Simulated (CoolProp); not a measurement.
Properties of ethylene along the isotherm 299.9 K.

Values from CoolProp's reference Helmholtz-energy equation of state, Smukala 2000.

| p (MPa) | phase | density (kg/m³) | fugacity coefficient |
|---|---|---|---|
| 3.6 | gas | (withheld) | 0.8065 |
| 7.2 | supercritical | 224.6 | 0.6136 |
| 10.8 | supercritical | 334.8 | 0.4696 |
| 14.4 | supercritical | 368.4 | (withheld) |
| 18 | supercritical | 389.5 | 0.3516 |
| 21.6 | supercritical | 405.2 | 0.3244 |
| 25.2 | supercritical | (withheld) | 0.3068 |
| 28.8 | supercritical | 428.4 | 0.2954 |
| 32.4 | supercritical | 437.7 | 0.2883 |
| 36 | supercritical | 445.9 | 0.2844 |
| 39.6 | supercritical | 453.3 | 0.2829 |
| 43.2 | supercritical | 460.0 | 0.2834 |
| 46.8 | supercritical | 466.2 | 0.2855 |
| 50.4 | supercritical | 472.0 | 0.2890 |

Task: Fill in the missing entries.

Result: 
- 3.6, density (kg/m³): 52.91
- 14.4, fugacity coefficient: 0.3950
- 25.2, density (kg/m³): 417.8
